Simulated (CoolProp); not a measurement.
A closed Brayton cycle with carbon dioxide: compressor inlet 333.15 K and 9.9 MPa, high pressure 24.3 MPa, turbine inlet 995 K, compressor efficiency 0.85, turbine efficiency 0.93, recuperator effectiveness 0.8 (on enthalpy, no pinch check). Each further row changes one setting.

Computed with CoolProp (reference Helmholtz-energy equation of state, Span 1996).

```
case                           thermal efficiency (%)  net work (kJ/kg)  compressor to turbine work  compressor exit (K)  turbine exit (K)
-----------------------------  ----------------------  ----------------  --------------------------  -------------------  ----------------
as stated                                        31.5               106                        0.30                404.4             869.0
turbine inlet 945 K                              30.8              98.2                        0.31                404.4             823.2
compressor inlet 343.15 K                        30.9               100                        0.34                421.5             869.0
high pressure 20.7 MPa                           28.8              90.1                        0.28                391.4             890.8
recuperator effectiveness 0.5                    21.1               106                        0.30                404.4             869.0
```
